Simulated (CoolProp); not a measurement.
Vapour-liquid equilibrium of carbon dioxide (1) + R152A (2) at 279.2 K; x and y are mole fractions of (1).

The numbers come from the multi-fluid Helmholtz-energy mixture model, Span 1996 and Outcalt 1996; pair parameters Bell 2016 in CoolProp.

```tsv
x	bubble pressure (MPa)	y at the bubble point	dew pressure at overall composition x (MPa)	liquid density (mol/L)
0.05	[?]	0.334	[?]	14.57
0.125	0.7276	0.569	0.3725	14.97
0.2	0.9744	0.690	0.4065	15.38
0.275	1.224	0.764	0.4470	15.81
0.35	1.477	0.814	[?]	16.26
0.425	1.734	0.850	0.5570	16.72
0.5	1.995	0.879	0.6344	17.19
0.575	2.262	0.902	0.7362	[?]
0.65	2.538	0.922	[?]	18.17
0.725	2.826	0.940	1.079	18.66
0.8	3.130	0.956	1.399	19.15
0.875	3.457	[?]	1.955	[?]
0.95	3.815	0.988	3.010	20.00
```

Question: Some entries are withheld; supply them.

Answer: 
- 0.05, bubble pressure (MPa): 0.4848
- 0.05, dew pressure at overall composition x (MPa): 0.3434
- 0.35, dew pressure at overall composition x (MPa): 0.4961
- 0.575, liquid density (mol/L): 17.68
- 0.65, dew pressure at overall composition x (MPa): 0.8759
- 0.875, y at the bubble point: 0.972
- 0.875, liquid density (mol/L): 19.60

No azeotrope shows between x = 0.05 and 0.95.

Pair parameters are fitted to limited data, so mixtures are less certain than the pure fluids.
